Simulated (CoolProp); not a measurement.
A closed Brayton cycle with carbon dioxide: compressor inlet 331.15 K and 9.8 MPa, high pressure 18.8 MPa, turbine inlet 765 K, compressor efficiency 0.8, turbine efficiency 0.85, recuperator effectiveness 0.8 (on enthalpy, no pinch check). Each further row changes one setting.

The numbers come from the reference Helmholtz-energy equation of state, Span 1996 in CoolProp.

```tsv
case	thermal efficiency (%)	net work (kJ/kg)	compressor to turbine work	compressor exit (K)	turbine exit (K)
as stated	20.8	44.8	0.41	382.5	693.1
turbine inlet 715 K	19.7	39.0	0.45	382.5	645.6
compressor inlet 341.15 K	19.8	(withheld)	0.48	(withheld)	693.1
high pressure 16 MPa	18.2	35.4	0.39	369.5	(withheld)
recuperator effectiveness 0.5	13.8	44.8	0.41	382.5	693.1
```

**Question.** Fill in the missing entries.

**Answer.** 
- compressor inlet 341.15 K, net work (kJ/kg): 39.8
- compressor inlet 341.15 K, compressor exit (K): 398.1
- high pressure 16 MPa, turbine exit (K): 710.6
